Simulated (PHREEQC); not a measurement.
**Metal-bearing waste water (model solution)**

Make-up at 25 °C: 0.0031 mol/kgw ZnSO4, 0.29 mol/kgw CuCl2, 0.00011 mol/kgw NaF and 0.079 mol/kgw Na2SO4. Closed to the air; pH follows from the charge balance.

The numbers come from PHREEQC with the ion-association model, wateq4f.dat.

Precipitation was switched off in this run.

Estimate the pH, ionic strength.

pH 4.23; ionic strength 0.815 mol/kgw.

In which forms is Cl present?

Cl- 88 %, CuCl+ 9.7 %, CuCl2 1.7 % of the Cl.

The solution is supersaturated, for example in Atacamite, Antlerite, so a real one may precipitate; this is no full list. The ionic strength is past about 0.7 mol/kgw, beyond the range of this activity model, so the values are rough. Complexes and solids missing from the database can't appear.
